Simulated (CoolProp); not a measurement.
A single-stage vapour-compression cycle with R410A: evaporating at 282.15 K (dew point), condensing at 331.15 K (bubble point), superheat 2 K, subcooling 2 K, compressor efficiency 0.75, no pressure losses. Each further row changes one setting.

Model: reference Helmholtz-energy equation of state, Lemmon 2003, in CoolProp. It is a pseudo-pure fit of the blend.

```csv
case,cooling COP,pressure ratio,discharge temperature (K),refrigerating effect (kJ/kg),volumetric capacity (kJ/m³)
as stated,2.81,3.49,361.3,128,5120
evaporating temperature 287.15 K,3.26,3.02,357.9,129,6020
condensing temperature 326.15 K,3.35,3.12,353.8,139,5550
subcooling 7 K,3.07,3.49,361.3,140,5590
superheat 12 K,2.83,3.49,372.3,139,5200
compressor efficiency 0.65,2.44,3.49,366.4,128,5120
```
